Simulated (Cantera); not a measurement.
An isothermal, constant-pressure homogeneous reactor starts with 3.57 % NO, 96.4 % N2, at 1975 K and 1.70 bar.

Cantera simulation using GRI-Mech 3.0 (53 species, 325 reactions); the numbers are that mechanism's predictions, not measurements.

Predict: x(NO) at 5.00 s; x(O2) at 5.00 s; x(N2) at 5.00 s; x(NO2) at 5.00 s; x(N2O) at 5.00 s.


```
Quantity                                           Result
----------------  ---------------------------------------
x(NO) at 5.00 s    0.0119 (gas-phase equilibrium 0.00226)
x(O2) at 5.00 s     0.0119 (gas-phase equilibrium 0.0167)
x(N2) at 5.00 s       0.976 (gas-phase equilibrium 0.981)
x(NO2) at 5.00 s  6.70e-6 (gas-phase equilibrium 1.49e-6)
x(N2O) at 5.00 s  2.24e-7 (gas-phase equilibrium 1.85e-7)
```
